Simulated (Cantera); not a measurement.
Mixture: CH4 : C2H6 : O2 : N2 = 1 : 0.086 : 4.42 : 18.1 (molar parts), at 500000 Pa, adiabatic and at constant pressure. Ignition delay is the time to a rise of 400 K.

Detailed kinetics in Cantera: GRI-Mech 3.0 (53 species, 325 reactions).

Q: At T0 = 1325 K, what is the delay, and which 7 reactions control it most (d ln τ / d ln k, from doubling and halving each rate constant)?

A: The delay is 0.469 ms.
```tsv
reaction	d ln τ / d ln k	faster rate
CH3 + HO2 <=> CH3O + OH	-0.73	shortens it
H + O2 <=> O + OH	-0.62	shortens it
CH4 + OH <=> CH3 + H2O	0.45	lengthens it
CH4 + H <=> CH3 + H2	0.37	lengthens it
C2H6 + OH <=> C2H5 + H2O	-0.36	shortens it
2 CH3 (+M) <=> C2H6 (+M)	0.32	lengthens it
CH3 + O2 <=> CH3O + O	-0.22	shortens it
```
